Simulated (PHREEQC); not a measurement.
Consider water at 25 °C with 1.8 mmol/kgw Ca(OH)2. Closed to the air; pH follows from the charge balance.

Model: ion-association model, phreeqc.dat, run in PHREEQC.

Precipitation was switched off in this run.

Q: Estimate the pH, specific conductance.

A: pH 11.51; specific conductance 846 µS/cm.

Q: In which forms is Ca present?

A: Ca+2 96 %, CaOH+ 4.1 % of the Ca.

Complexes and solids missing from the database can't appear.
